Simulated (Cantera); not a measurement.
**Pyrogenic steam for wet oxidation**

A perfectly stirred reactor is fed with H2 : O2 : N2 = 0.71 : 1 : 1.9 (molar parts), at 32000 Pa; it is held at 1150 K, and followed from long to short residence time.

Cantera simulation using the H2/O2 subset of GRI-Mech 3.0, which has no nitrogen chemistry; the numbers are that mechanism's predictions, not measurements. The temperature is held fixed by assumption; the heat of reaction is taken as removed at once.

```tsv
τ (s)	x H2	x O2	x HO2	x OH	x H
8.0	5.46e-5	0.198	2.16e-6	8.26e-5	4.05e-7
3.0	0.000106	0.198	3.99e-6	0.000113	1.09e-6
1.1	0.000209	0.198	7.27e-6	0.000155	2.97e-6
0.41	0.000402	0.198	1.25e-5	0.000213	8.00e-6
0.15	0.000773	0.198	2.04e-5	0.000299	2.19e-5
0.058	0.00140	0.198	3.00e-5	0.000419	5.66e-5
0.022	0.00251	0.199	4.14e-5	0.000603	0.000148
0.0080	0.00449	0.199	5.36e-5	0.000902	0.000403
0.0030	0.00773	0.200	6.44e-5	0.00135	0.00105
0.0011	0.0133	0.202	7.29e-5	0.00203	0.00275
0.00042	0.0221	0.204	7.76e-5	0.00296	0.00665
```
x: mole fraction; the columns are a selection and need not sum to one.
